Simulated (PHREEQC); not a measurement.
# Polishing slurry liquid

Make-up at 75 °C: 0.052 mol/kgw H2SO4 and 0.00012 mol/kgw CO2. Closed to the air; pH follows from the charge balance.

The numbers come from PHREEQC with the ion-association model, phreeqc.dat.

Each row changes one thing in this solution. This is a speciation only: nothing precipitates in the calculation.

```csv
case,pH,ionic strength (mol/kgw),HSO4- (mol/kgw),SO4-2 (mol/kgw)
as made,1.32,0.0632,0.0464,0.00558
H2SO4 from 0.052 to 0.078 mol/kgw,1.16,(withheld),0.0714,(withheld)
0.0018 mol/kgw TMAH added,1.33,0.0635,0.0463,(withheld)
H2SO4 from 0.052 to 0.0104 mol/kgw,1.93,0.0160,0.00759,0.00281
CO2 left out,1.32,0.0632,0.0464,0.00558
CO2 from 0.00012 to 0.0006 mol/kgw,1.32,0.0632,0.0464,0.00558
CO2 from 0.00012 to 0.000108 mol/kgw,1.32,0.0632,0.0464,0.00558
```

**Question.** What belongs in the gaps?

**Answer.** 
- H2SO4 from 0.052 to 0.078 mol/kgw, ionic strength (mol/kgw): 0.0911
- H2SO4 from 0.052 to 0.078 mol/kgw, SO4-2 (mol/kgw): 0.00656
- 0.0018 mol/kgw TMAH added, SO4-2 (mol/kgw): 0.00573

Complexes and solids missing from the database can't appear. (CH3)4N+ isn't in the database: it is added as a free cation with an ion size of 4 Å. Constants without temperature data keep their 25 °C values here.
